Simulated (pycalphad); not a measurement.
Computed with pycalphad from the COST 507 light-alloy database (1999), at 1 atm. The database dates from 1999; later assessments differ in places, in temperatures and in the compounds included. Amounts are mole fractions of atoms.

Alloy Ti-3.76Si (at.%). At 1840 K the liquid holds 5.65 and the bcc solid 0.75 at.% Si; the final invariant liquid holds 13.1 at.%.

Use the Scheil equation x_L = x₀ f_L^(k−1) with a constant partition coefficient to estimate the liquid left at the invariant point, and compare with a stepwise Scheil-Gulliver run on the full database.

k = 0.13, so f_L = (13.1/3.76)^(1/(k − 1)) ≈ 0.24. The stepwise run (steps of 4 K), in which k changes along the path, leaves 0.22 at 1613 K.
